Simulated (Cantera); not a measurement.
Adiabatic ignition

An adiabatic, constant-volume homogeneous reactor starts with H2 : O2 : N2 = 1 : 0.694 : 4.72 (molar parts), equivalence ratio 0.72, at 1175 K and 100000 Pa.

Model: the H2/O2 subset of GRI-Mech 3.0, which has no nitrogen chemistry, integrated in Cantera.

| t (s) | T (K) | P (bar) | x H2 | x O2 | x O | x H | x H2O2 | x HO2 |
|---|---|---|---|---|---|---|---|---|
| 2.00e-6 | 1175 | 1.00 | 0.156 | 0.108 | 1.53e-10 | 1.46e-9 | 1.12e-12 | 1.50e-9 |
| 6.32e-6 | 1175 | 1.00 | 0.156 | 0.108 | 1.11e-9 | 7.21e-9 | 1.21e-11 | 5.42e-9 |
| 2.00e-5 | 1175 | 1.00 | 0.156 | 0.108 | 2.79e-8 | 1.67e-7 | 2.18e-10 | 5.08e-8 |
| 6.32e-5 | 1183 | 1.01 | 0.152 | 0.107 | 0.000270 | 0.00162 | 8.21e-7 | 4.76e-5 |
| 0.000200 | 2396 | 1.90 | 0.00653 | 0.0319 | 0.00323 | 0.00269 | 2.31e-7 | 5.21e-6 |
| 0.000632 | 2469 | 1.95 | 0.00332 | 0.0315 | 0.00159 | 0.000910 | 2.61e-7 | 4.74e-6 |
| 0.00200 | 2469 | 1.95 | 0.00331 | 0.0315 | 0.00159 | 0.000909 | 2.61e-7 | 4.74e-6 |
| 0.00632 | 2469 | 1.95 | 0.00331 | 0.0315 | 0.00159 | 0.000909 | 2.61e-7 | 4.74e-6 |
| 0.0200 | 2469 | 1.95 | 0.00331 | 0.0315 | 0.00159 | 0.000909 | 2.61e-7 | 4.74e-6 |
| 0.0632 | 2469 | 1.95 | 0.00331 | 0.0315 | 0.00159 | 0.000909 | 2.61e-7 | 4.74e-6 |
| 0.200 | 2469 | 1.95 | 0.00331 | 0.0315 | 0.00159 | 0.000909 | 2.61e-7 | 4.74e-6 |
| 0.632 | 2469 | 1.95 | 0.00331 | 0.0315 | 0.00159 | 0.000909 | 2.61e-7 | 4.74e-6 |
| 2.00 | 2469 | 1.95 | 0.00331 | 0.0315 | 0.00159 | 0.000909 | 2.61e-7 | 4.74e-6 |
x: mole fraction; the columns are a selection and need not sum to one.

The time of steepest temperature rise is 79.2 µs and the temperature at 2.00 s is 2469 K. The equilibrium temperature is 2469 K and the x(H2) at 2.00 s is 0.00331 (gas-phase equilibrium 0.00331). The x(O2) at 2.00 s is 0.0315 (gas-phase equilibrium 0.0315) and the x(O) at 2.00 s is 0.00159 (gas-phase equilibrium 0.00159).
